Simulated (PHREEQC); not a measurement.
Polishing slurry liquid: an equilibrium model

Make-up at 20 °C: 0.29 mol KOH, 0.29 mol Fe(NO3)3 and 0.00048 mol CO2 per kg of water. Closed to the air; pH follows from the charge balance.

Equilibrium calculation in PHREEQC: ion-association model, wateq4f.dat.

Each row changes one thing in this solution. No solid was allowed to form.

```
case                             pH  ionic strength (mol/kgw)  FeOH+2 (mol/kgw)  Fe+3 (mol/kgw)  Fe3(OH)4+5 (mol/kgw)  Fe2(OH)2+4 (mol/kgw)  SI of Goethite (FeOOH)  SI of Hematite (Fe2O3)
-----------------------------  ----  ------------------------  ----------------  --------------  --------------------  --------------------  ----------------------  ----------------------
as made                        2.97                      1.61            0.0797          0.0443                0.0412                0.0190                   +7.14                  +16.27
0.0093 mol/kgw Zn(NO3)2 added  2.99                      1.63            0.0824          0.0441                0.0406                0.0184                   +7.18                  +16.36
temperature from 20 to 45 °C   2.74                      1.48             0.125          0.0297                0.0220                0.0294                   +7.10                  +16.30
diluted 2-fold with water      2.62                     0.858            0.0167          0.0203                0.0230                0.0193                   +5.86                  +13.71
0.014 mol/kgw NaHCO3 added     3.06                      1.61            0.0779          0.0355                0.0452                0.0177                   +7.30                  +16.59
```

The ionic strength passes 0.7 mol/kgw, the rough limit of the ion-association models, in every such run. Some of these states are supersaturated (in Fe(OH)3(a), Hematite (slow to form), Goethite (slow to form), for instance). Away from 25 °C the constants follow the database's enthalpies or fits; those with neither stay at their 25 °C values.
